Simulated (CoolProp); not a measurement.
Vapour-liquid equilibrium of acetone (1) + dimethyl carbonate (2) at 312.5 K; x and y are mole fractions of (1).

Values from CoolProp's multi-fluid Helmholtz-energy mixture model, Lemmon 2006 and Zhou 2011; pair parameters Bell 2016.

Task: Give the bubble pressure and the first vapour's composition at x = 0.15, 0.75, 0.95. Is there an azeotrope?

Result: x = 0.15: 0.2150 bar, y = 0.418; x = 0.75: 0.4500 bar, y = 0.912; x = 0.95: 0.5313 bar, y = 0.985. No azeotrope shows between x = 0.05 and 0.95.

The pair parameters rest on a limited set of measurements; away from them the model extrapolates.
